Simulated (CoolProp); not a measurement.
Model: reference Helmholtz-energy equation of state, Thol 2015, in CoolProp.

### Question
For octamethylcyclotetrasiloxane (D4), give the phase and the Joule-Thomson coefficient (K/MPa) at 604.5 K and 0.0147 MPa.

### Answer
- 604.5 K and 0.0147 MPa: gas; Joule-Thomson coefficient 7.60
